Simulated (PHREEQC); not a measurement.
Solution (26 °C): 0.0015 mol/kgw NH4Br, 0.00017 mol/kgw K2SiO3 and 0.038 mol/kgw MgCl2. Closed to the air; pH follows from the charge balance.

All values are PHREEQC results (ion-association model, wateq4f.dat), not measurements.

Each row changes one thing in this solution. This is a speciation only: nothing precipitates in the calculation.

```json
[
 {"case": "as made", "pH": "8.69", "NH4+ (mol/kgw)": "0.00122", "NH3 (mol/kgw)": "0.000281"},
 {"case": "MgCl2 from 0.038 to 0.0076 mol/kgw", "pH": "8.70", "NH4+ (mol/kgw)": "___", "NH3 (mol/kgw)": "___"},
 {"case": "MgCl2 from 0.038 to 0.19 mol/kgw", "pH": "___", "NH4+ (mol/kgw)": "0.00129", "NH3 (mol/kgw)": "0.000209"},
 {"case": "0.00044 mol/kgw KCl added", "pH": "8.69", "NH4+ (mol/kgw)": "0.00122", "NH3 (mol/kgw)": "0.000281"},
 {"case": "MgCl2 replaced by CsCl at the same molality", "pH": "8.72", "NH4+ (mol/kgw)": "0.00118", "NH3 (mol/kgw)": "0.000318"},
 {"case": "K2SiO3 left out", "pH": "6.09", "NH4+ (mol/kgw)": "0.00150", "NH3 (mol/kgw)": "8.77e-7"},
 {"case": "temperature from 26 to 30 °C", "pH": "8.57", "NH4+ (mol/kgw)": "0.00122", "NH3 (mol/kgw)": "0.000280"},
 {"case": "K2SiO3 from 0.00017 to 8.5e-05 mol/kgw", "pH": "8.36", "NH4+ (mol/kgw)": "0.00135", "NH3 (mol/kgw)": "0.000146"}
]
```

Question: Fill in the missing entries.

Answer: 
- MgCl2 from 0.038 to 0.0076 mol/kgw, NH4+ (mol/kgw): 0.00119
- MgCl2 from 0.038 to 0.0076 mol/kgw, NH3 (mol/kgw): 0.000310
- MgCl2 from 0.038 to 0.19 mol/kgw, pH: 8.56

Some of these states are supersaturated (in Quartz (slow to form), for instance).
